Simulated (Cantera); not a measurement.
Charge: 1 mol AlCl3, 57 mol N2, equilibrated at 1877 °C and 0.0133 bar.

These are equilibrium values from Cantera (NASA tables, ideal gas, pure condensed phases), not measurements of a reactor. Candidate condensed phases: Al, AlCl3, AlN; 11 gas species. The tables' values for AlCl2 are old estimates; treat these amounts as uncertain. Kinetics and transport are ignored.

Base state: N2 0.956, Cl 0.0273, AlCl 0.0119, AlCl2 0.00341, AlCl3 0.00143, Al 1.03e-5 (mole fractions); condensed: gas only.

Question: What changes in the equilibrium state with this change: temperature from 1877 °C to 1100 °C?

Answer: 
```csv
species,before,after
N2,0.956,0.983
AlCl3,0.00143,0.0172
Cl,0.0273,4.24e-5
AlCl,0.0119,1.22e-6
Al,1.03e-5,<1e-9
AlCl2,0.00341,4.01e-5
```
